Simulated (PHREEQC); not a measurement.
A solution holds 0.012 mol/kgw HF, 0.0027 mol/kgw H2SiF6, 0.0071 mol/kgw H3PO4, 0.011 mol/kgw H2SO4 and 0.015 mol/kgw HCl, at 73 °C. Closed to the air; pH follows from the charge balance.

The numbers come from PHREEQC with the ion-association model, phreeqc.dat.

The pH comes out as 1.56, the ionic strength is 0.0355 mol/kgw and the total alkalinity comes out as -72.3 meq/kg.

```
species  molality  activity   log γ
-------  --------  --------  ------
H+         0.0322    0.0276  -0.067
HF         0.0187    0.0188   0.004
Cl-        0.0150    0.0123  -0.085
HSO4-     0.00922   0.00762  -0.083
H3PO4     0.00601   0.00606   0.004
SO4-2     0.00178  0.000845  -0.323
```

This is a speciation only: nothing precipitates in the calculation. Saturation is exceeded, for instance for Quartz (slow to form), Chalcedony (slow to form); the values hold only as long as no solid forms. Complexes and solids missing from the database can't appear. At this temperature some constants are extrapolated from 25 °C, and those without enthalpy data are left unchanged. SiF6-2 is the database's only silicon fluoride.
